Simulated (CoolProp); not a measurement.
c-C4F8 (RC318) along the isobar 800 kPa: Z from the reference equation and from simpler models built on Tc = 388.4 K, pc = 2778 kPa, ω = 0.355; each cubic takes its own stable root.

The numbers come from the reference Helmholtz-energy equation of state, Platzer 1990 in CoolProp. This equation is an older, rougher fit; its heat capacities, sound speeds and derivatives of the liquid may be far off and weren't checked against measurements.

```tsv
T (K)	phase	reference	van der Waals	Redlich-Kwong	Soave-Redlich-Kwong	Peng-Robinson
288	liquid	0.04335	0.07063	0.04898	0.04610	0.04071
311.6	liquid	0.04275	0.8297	0.04937	0.04607	0.04061
335.1	gas	0.8092	0.8614	0.8285	0.8104	___
358.7	gas	___	0.8851	0.8637	0.8559	0.8444
382.2	gas	0.8904	0.9033	___	0.8879	0.8771
405.8	gas	0.9134	0.9177	0.9087	0.9117	0.9016
429.3	gas	0.9305	0.9293	0.9238	0.9298	___
452.9	gas	0.9437	0.9388	0.9358	0.9440	0.9351
476.4	gas	0.9541	0.9467	0.9455	0.9552	0.9468
500	gas	0.9625	0.9533	0.9535	0.9643	0.9564
```

### Question
What belongs in the gaps?

### Answer

- 335.1, Peng-Robinson: 0.7982
- 358.7, reference: 0.8582
- 382.2, Redlich-Kwong: 0.8892
- 429.3, Peng-Robinson: 0.9203

At some of these states van der Waals gives the other phase, because its saturation line lies elsewhere.
